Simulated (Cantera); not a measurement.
# Carbon deposition, reforming and gasification: C₂H₄ + H₂O + H₂

Input: 1 mol C₂H₄, 0.19 mol H₂O, 74 mol H₂, at 1350 K.

Method: chemical equilibrium by Gibbs-energy minimisation in Cantera with the NASA 1993 tables (ideal gas, pure condensed phases). Candidate condensed phases: C, C₆H₆, C₇H₈, C₈H₁₈, H₂O; 110 gas species. The ideal-gas law is rough above about 30 bar. The numbers say what is thermodynamically allowed, not how fast it happens.

```json
[
 {"P (Pa)": "10", "x H₂": "0.997", "x CH₄": "5.73e-7", "x CO": "0.00249", "x H₂O": "1.42e-9", "x H": "0.000238", "n C(graphite)": "1.81"},
 {"P (Pa)": "46", "x H₂": "0.997", "x CH₄": "2.64e-6", "x CO": "0.00249", "x H₂O": "6.54e-9", "x H": "0.000111", "n C(graphite)": "1.81"},
 {"P (Pa)": "220", "x H₂": "0.997", "x CH₄": "1.26e-5", "x CO": "0.00249", "x H₂O": "3.13e-8", "x H": "5.07e-5", "n C(graphite)": "1.81"},
 {"P (Pa)": "1000", "x H₂": "0.997", "x CH₄": "5.73e-5", "x CO": "0.00249", "x H₂O": "1.42e-7", "x H": "2.38e-5", "n C(graphite)": "1.81"},
 {"P (Pa)": "4600", "x H₂": "0.997", "x CH₄": "0.000264", "x CO": "0.00249", "x H₂O": "6.54e-7", "x H": "1.11e-5", "n C(graphite)": "1.79"},
 {"P (Pa)": "22000", "x H₂": "0.996", "x CH₄": "0.00126", "x CO": "0.00249", "x H₂O": "3.12e-6", "x H": "5.07e-6", "n C(graphite)": "1.71"},
 {"P (Pa)": "100000", "x H₂": "0.992", "x CH₄": "0.00567", "x CO": "0.00249", "x H₂O": "1.41e-5", "x H": "2.37e-6", "n C(graphite)": "1.38"},
 {"P (Pa)": "460000", "x H₂": "0.973", "x CH₄": "0.0243", "x CO": "0.00248", "x H₂O": "6.57e-5", "x H": "1.10e-6", "n C(graphite)": "0"},
 {"P (Pa)": "2200000", "x H₂": "0.972", "x CH₄": "0.0253", "x CO": "0.00161", "x H₂O": "0.000938", "x H": "5.01e-7", "n C(graphite)": "0"},
 {"P (Pa)": "10000000", "x H₂": "0.971", "x CH₄": "0.0267", "x CO": "0.000208", "x H₂O": "0.00235", "x H": "2.35e-7", "n C(graphite)": "0"}
]
```
x: gas mole fraction; n: condensed amount in mol.

From 0.000100 bar to 1.00 bar the condensed part is C(graphite). From 4.60 bar to 100 bar nothing is condensed. The main C-bearing gas is CO at 0.000100 bar and CH₄ at 100 bar.
